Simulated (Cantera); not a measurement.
Charge: 1 mol Ta2O5, 0.91 mol H2, 9.9 mol H2O, held at 1773.15 K.

Method: chemical equilibrium by Gibbs-energy minimisation in Cantera with the NASA 1993 tables (ideal gas, pure condensed phases). Candidate condensed phases: H2O, Ta, Ta2O5; 12 gas species. The numbers say what is thermodynamically allowed, not how fast it happens.

x: gas mole fraction; n: condensed amount in mol.

| P (Pa) | x H2O | x H2 | x H | x OH | n Ta2O5(s) |
|---|---|---|---|---|---|
| 10 | 0.898 | 0.0861 | 0.00836 | 0.00540 | 1.000 |
| 42 | 0.908 | 0.0842 | [?] | [?] | 1.000 |
| 180 | 0.913 | 0.0840 | 0.00195 | 0.00131 | 1.00 |
| 750 | 0.914 | 0.0840 | 0.000953 | 0.000643 | 1.00 |
| 3200 | 0.915 | 0.0841 | [?] | [?] | 1.00 |
| 13000 | 0.915 | 0.0841 | 0.000229 | 0.000155 | 1.00 |
| 56000 | 0.916 | 0.0842 | 0.000110 | 7.45e-5 | 1.00 |
| 240000 | 0.916 | 0.0842 | 5.33e-5 | 3.60e-5 | 1.00 |
| 1000000 | 0.916 | 0.0842 | 2.61e-5 | 1.76e-5 | 1.00 |

**Question.** Some entries are withheld; supply them.

**Answer.** 
- 3200, x H: 0.000462
- 3200, x OH: 0.000312
- 42, x H: 0.00403
- 42, x OH: 0.00270
